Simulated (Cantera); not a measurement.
# SiF4 + N2 + H2 (silicon nitride deposition)

Feed: 1 mol SiF4, 1.3 mol N2, 14 mol H2, at 1400 K and 0.100 bar.

Equilibrium computed with Cantera from the NASA thermochemical tables; the gas is ideal and each condensed phase is pure. Candidate condensed phases: Si, Si3N4; 37 gas species. The tables' values for SiF3, SiF2 are old estimates; treat these amounts as uncertain. Equilibrium is a limit: real reactors are often held back by kinetics, nucleation or transport.

| Quantity | Value |
|---|---|
| x(H2) | 0.854 |
| x(N2) | 0.0796 |
| x(SiF4) | 0.0564 |
| x(HF) | 0.00499 |
| x(SiF3) | 0.00255 |
| x(SiHF3) | 0.00219 |
| x(SiF2) | 7.95e-5 |
| x(SiH2F2) | 3.97e-5 |
| x(H) | 1.42e-5 |
| gas amount | 16.32 mol |
| log10 activity of Si(s) (absent) | -2.17 |
